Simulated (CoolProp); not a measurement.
Model: reference Helmholtz-energy equation of state, Penoncello 2003, in CoolProp.

Task: Give the vapour pressure (kPa), liquid density (kg/m³), vapour density (kg/m³), liquid viscosity (µPa s) of saturated CHF3 (R23) at 231.4 K.

Result: 
```csv
T (K),p (kPa),liquid density (kg/m³),vapour density (kg/m³),liquid viscosity (µPa s)
231.4,662,1280,28.1,170
```

Viscosity comes from a separate model (Shan 2000).
